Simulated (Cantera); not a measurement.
Input (Python, Cantera) and output of one run.

```python
import numpy as np
import cantera as ct

gas_names = """
    H H2 N NH NH2 NH3 N2 N2H2 N2H4 Si SiH SiH2 SiH3 SiH4 SiN Si2 Si2N Si3
""".split()
cond_names = """
    Si(cr) Si(L) Si3N4(a)
""".split()


# ... load() reads the species with a 1 bar reference pressure and builds the phases ...
atoms = {
    'SiH4': {'Si': 1, 'H': 4},
    'NH3': {'N': 1, 'H': 3},
    'N2': {'N': 2},
}
top_T = {'Si3N4(a)': 2400}  # K; cautious upper limits of use, not melting points


# ... equilibrate(T, P, feed) seeds the gas with the atoms and calls Mixture.equilibrate('TP', solver="vcs", rtol=1e-11, max_steps=5000) ...
results = []
feed = {'SiH4': 1, 'NH3': 25, 'N2': 3.2}  # mol
T = 1698.15  # K
P = 210  # Pa
mix = equilibrate(T, P, feed)
results.append((T, P, feed, dict(zip(mix.species_names, mix.species_moles))))
print(gas.report(threshold=0.001))
for i in range(1, mix.n_phases):
    print(f"{mix.phase(i).name:16s} {mix.phase_moles(i):12.5e} mol")
```

It prints:

```
       temperature   1698.2 K
          pressure   210 Pa
           density   0.00013988 kg/m^3
  mean mol. weight   9.405 kg/kmol
   phase of matter   gas

                          1 kg             1 kmol
                     ---------------   ---------------
          enthalpy        4.7027e+06        4.4229e+07  J
   internal energy        3.2015e+06         3.011e+07  J
           entropy             27351        2.5724e+05  J/K
    Gibbs function       -4.1744e+07        -3.926e+08  J
 heat capacity c_p            3585.2             33719  J/K
 heat capacity c_v            2701.2             25405  J/K

                      mass frac. Y      mole frac. X     chem. pot. / RT
                     ---------------   ---------------   ---------------
                 H        0.00028598         0.0026683           -12.738
                H2           0.15284           0.71303           -25.476
                N2           0.84575           0.28394           -33.827
     [  +15 minor]         0.0011216        0.00035718

Si(L)             9.79672e-01 mol
Si3N4(a)          0.00000e+00 mol
```

Equilibrium computed with Cantera from the NASA thermochemical tables; the gas is ideal and each condensed phase is pure.
